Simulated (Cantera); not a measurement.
Charge: 1 mol TiCl4, a varied amount of H2O, at 1575 K and 13.5 Torr.

Cantera equilibrium calculation (NASA polynomials, part measured and part estimated; ideal gas, pure solids and liquids). Candidate condensed phases: H2O, Ti, TiCl2, TiCl3, TiCl4, TiO, TiO2, Ti2O3, Ti3O5, Ti4O7; 23 gas species. Kinetics and transport are ignored.

x: gas mole fraction; n: condensed amount in mol.

```tsv
n(H2O) (mol)	x HCl	x H2O	x TiCl4	x TiCl3	x Cl	x H2	x Cl2	n TiO2(rutile)
0.76	0.698	0.000109	0.269	0.0163	0.0156	0.000121	0.000490	?
1.1	0.819	0.000197	0.156	0.0122	0.0121	0.000276	0.000296	?
1.5	0.914	0.000368	0.0689	0.00756	0.00863	0.000679	0.000150	?
2.1	0.968	0.0244	1.99e-5	3.91e-6	0.00482	0.00245	4.67e-5	1.000
3	0.794	0.200	1.34e-7	3.03e-8	0.00419	0.00217	3.54e-5	1.000
4.2	0.640	0.354	1.80e-8	4.77e-9	0.00358	0.00194	2.58e-5	1.00
5.9	0.503	0.493	3.53e-9	1.13e-9	0.00295	0.00176	1.75e-5	1.00
```

Task: Fill in the missing entries.

Result: 
- 0.76, n TiO2(rutile): 0.380
- 1.1, n TiO2(rutile): 0.550
- 1.5, n TiO2(rutile): 0.749
